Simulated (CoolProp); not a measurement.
Aqueous lithium chloride as a coolant, 8 % by mass, freezing at -9.1 °C, 1 atm.

The numbers come from the Melinder's fits for secondary coolants in CoolProp.

```
T (°C)  conductivity (W/(m K))  viscosity (mPa s)  density (kg/m³)  Prandtl number
------  ----------------------  -----------------  ---------------  --------------
-5.4                     0.538         (withheld)             1048      (withheld)
0.9                      0.548               2.19             1048            14.9
7.1                 (withheld)         (withheld)             1047            12.2
13.3                     0.568               1.54             1046            10.2
19.6                     0.578               1.33             1044            8.65
25.8                     0.587         (withheld)       (withheld)            7.42
32                       0.597               1.01       (withheld)      (withheld)
```

Some entries are withheld; supply them.


- -5.4, viscosity (mPa s): 2.70
- -5.4, Prandtl number: 18.7
- 7.1, conductivity (W/(m K)): 0.558
- 7.1, viscosity (mPa s): 1.82
- 25.8, viscosity (mPa s): 1.16
- 25.8, density (kg/m³): 1043
- 32, density (kg/m³): 1041
- 32, Prandtl number: 6.42
